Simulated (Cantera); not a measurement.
## Premixed flame

A freely propagating, adiabatic, planar premixed flame of CH₄ : CO : O₂ : N₂ : CO₂ = 1 : 0.034 : 1.68 : 6.32 : 0.77 (molar parts), unburnt at 675 K and 0.158 atm; mixture-averaged transport, grid criteria slope 0.08 and curve 0.16, no radiation.

Cantera simulation using GRI-Mech 3.0 (53 species, 325 reactions); the numbers are that mechanism's predictions, not measurements. Burning velocities carry a grid error of a few per cent, more on coarse grids.

```csv
z (mm),T (K),u (m/s),x CH₄,x CO,x O₂,x CO₂,x H₂O,x CH₂CO
-6.09,675,1.47,0.102,0.00347,0.171,0.0784,4.54e-5,<1e-8
-4.06,677,1.47,0.101,0.00352,0.170,0.0782,0.000502,1.57e-8
-3.05,684,1.49,0.100,0.00372,0.169,0.0779,0.00169,8.79e-8
-2.03,734,1.62,0.0952,0.00558,0.165,0.0774,0.00907,1.48e-6
-1.02,1052,2.36,0.0680,0.0214,0.135,0.0775,0.0478,3.53e-5
-0.508,1403,3.19,0.0371,0.0443,0.0968,0.0799,0.0891,0.000117
0,1735,3.99,0.00955,0.0697,0.0524,0.0850,0.131,0.000121
0.508,1878,4.33,0.000923,0.0772,0.0258,0.0919,0.153,2.33e-5
1.02,1906,4.39,4.58e-5,0.0736,0.0160,0.0982,0.160,1.28e-6
2.03,1921,4.42,9.61e-8,0.0680,0.0118,0.105,0.161,<1e-8
4.06,1937,4.44,<1e-8,0.0653,0.0107,0.108,0.161,<1e-8
8.12,1961,4.49,<1e-8,0.0645,0.00992,0.109,0.163,<1e-8
16.2,1997,4.56,<1e-8,0.0635,0.00869,0.111,0.166,<1e-8
```
x: mole fraction of selected species; z is measured from the peak of heat release.

| Item | Value |
|---|---|
| laminar burning velocity | 146 cm/s |
| thermal thickness | 2.03 mm |
| peak x(CH₂CO) | 0.000145 |
| grid points | 152 |
